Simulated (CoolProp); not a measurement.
Fluorine along the isotherm 165 K: Z from the reference equation and from simpler models built on Tc = 144.4 K, pc = 5.240 MPa, ω = 0.045; each cubic takes its own stable root.

Computed with CoolProp (reference Helmholtz-energy equation of state, de Reuck 1990).

```
p (MPa)          phase  reference
-------  -------------  ---------
2                  gas     0.9119
4                  gas     0.8120
6        supercritical     0.6995
8        supercritical     0.5741
10       supercritical     0.4810
12       supercritical     0.4627
14       supercritical     0.4810
16       supercritical     0.5115
18       supercritical     0.5468
20       supercritical     0.5843
```

Q: How far does each simpler model (van der Waals, Soave-Redlich-Kwong) lie from the reference over these 10 states: mean and median of the absolute difference, and the worst?

A: 
- van der Waals: mean 9.6 %, median 9.3 %, worst +20.6 % at 165 K and 20 MPa
- Soave-Redlich-Kwong: mean 4.3 %, median 5.3 %, worst +8.4 % at 165 K and 12 MPa
